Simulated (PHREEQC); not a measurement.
0.02 g of hydrous ferric oxide (600 m²/g; 0.2 weak and 0.005 strong sites per Fe, Dzombak-Morel constants, diffuse double layer) in 1 kg of water with 0.3 mol/kgw of an inert sodium salt and 9.9e-08 mol/kgw SrCl2, at 25 °C; the pH is set by adding NaOH or the inert anion's acid. Oxygen is held at 0.21 atm. The system is closed to CO2. Precipitation was switched off in this run.

Base run: PHREEQC, ion-association model, wateq4f.dat. Each further column changes one thing. The table gives surface charge σ (C/m²).

```
pH      base  background salt from 0.3 to 0.03 mol/kgw  oxide from 0.02 to 0.1 g/kgw  0.0002 mol/kgw CuCl2 added
----  ------  ----------------------------------------  ----------------------------  --------------------------
4      0.349                                     0.270                         0.349                       0.349
4.5    0.318                                     0.212                         0.318                       0.319
5.5    0.210                                       ___                         0.210                       0.249
6      0.154                                     0.074                         0.154                       0.267
6.5    0.106                                     0.047                         0.106                       0.293
7.5    0.034                                     0.014                         0.034                       0.249
8      0.006                                       ___                         0.006                       0.174
8.5   -0.021                                       ___                        -0.021                       0.107
9.5   -0.087                                    -0.038                        -0.087                         ___
10    -0.131                                       ___                        -0.131                         ___
10.5  -0.184                                    -0.093                        -0.185                      -0.054
11.5  -0.298                                    -0.192                        -0.299                      -0.173
12    -0.338                                    -0.261                        -0.339                      -0.259
```

Problem. Some entries are withheld; supply them.

Solution. 
- 5.5, background salt from 0.3 to 0.03 mol/kgw: 0.111
- 8, background salt from 0.3 to 0.03 mol/kgw: 0.002
- 8.5, background salt from 0.3 to 0.03 mol/kgw: -0.008
- 9.5, 0.0002 mol/kgw CuCl2 added: 0.018
- 10, background salt from 0.3 to 0.03 mol/kgw: -0.061
- 10, 0.0002 mol/kgw CuCl2 added: -0.016

 In at least one series the solution becomes supersaturated in solids that the run did not let form, among them Cu(OH)2, Atacamite. The database's constant for dissolved Cu(OH)2 is higher than later reviews accept.
